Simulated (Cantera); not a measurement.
An adiabatic, constant-volume homogeneous reactor starts with 5.96 % CH₄, 20.2 % O₂, 64.3 % N₂, 9.53 % CO₂, at 1375 K and 52000 Pa.

Detailed kinetics in Cantera: GRI-Mech 3.0 (53 species, 325 reactions).

### Question
Predict: time of steepest temperature rise; temperature at 0.300 s; equilibrium temperature; x(O₂) at 0.300 s; x(CO₂) at 0.300 s; x(HCO) at 0.300 s; x(NO₂) at 0.300 s.

### Answer
time of steepest temperature rise: 5.83 ms
temperature at 0.300 s: 2508 K
equilibrium temperature: 2508 K
x(O₂) at 0.300 s: 0.0805 (gas-phase equilibrium 0.0805)
x(CO₂) at 0.300 s: 0.134 (gas-phase equilibrium 0.134)
x(HCO) at 0.300 s: 3.31e-9 (gas-phase equilibrium 3.31e-9)
x(NO₂) at 0.300 s: 6.91e-6 (gas-phase equilibrium 6.91e-6)
